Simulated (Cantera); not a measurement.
Input: 1 mol SiH2Cl2, 14 mol O2, equilibrated at 33000 Pa.

Method: chemical equilibrium by Gibbs-energy minimisation in Cantera with the NASA 1993 tables (ideal gas, pure condensed phases). Candidate condensed phases: H2O, Si, SiO2; 30 gas species. The tables hold silica as quartz up to 1696 K and as liquid above; real silica turns to tridymite and cristobalite and melts near 1996 K. Rates play no part.

Task: At 1273 K, list the 7 most abundant gas species with their mole fractions, and the condensed phases.

Result: O2 0.864, HCl 0.0955, H2O 0.0195, Cl2 0.0183, Cl 0.00229, ClO 4.20e-5, HOCl 1.28e-5. Condensed: SiO2(β-quartz).
